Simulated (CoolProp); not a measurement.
Vapour-liquid equilibrium of propylene (1) + acetone (2) at 303.1 K; x and y are mole fractions of (1).

Computed with CoolProp (multi-fluid Helmholtz-energy mixture model, Lemmon 2013 and Lemmon 2006; pair parameters Bell 2016).

| x | bubble pressure (MPa) | y at the bubble point | dew pressure at overall composition x (MPa) | liquid density (mol/L) |
|---|---|---|---|---|
| 0.05 | 0.1660 | (withheld) | 0.03990 | 13.38 |
| 0.2 | (withheld) | (withheld) | 0.04743 | 13.24 |
| 0.35 | 0.7487 | 0.953 | 0.05834 | 13.07 |
| 0.5 | (withheld) | 0.963 | 0.07570 | 12.86 |
| 0.65 | 0.9877 | 0.969 | 0.1078 | (withheld) |
| 0.8 | (withheld) | 0.977 | (withheld) | 12.30 |
| 0.95 | 1.237 | (withheld) | 0.7060 | 11.95 |

Task: Fill in the missing entries.

Result: 
- 0.05, y at the bubble point: 0.774
- 0.2, bubble pressure (MPa): 0.5098
- 0.2, y at the bubble point: 0.928
- 0.5, bubble pressure (MPa): 0.8917
- 0.65, liquid density (mol/L): 12.60
- 0.8, bubble pressure (MPa): 1.088
- 0.8, dew pressure at overall composition x (MPa): 0.1876
- 0.95, y at the bubble point: 0.992

No azeotrope shows between x = 0.05 and 0.95.

The pair parameters rest on a limited set of measurements; away from them the model extrapolates. With so large a gap from Raoult's law the liquid may split in two, which this calculation doesn't test in full.
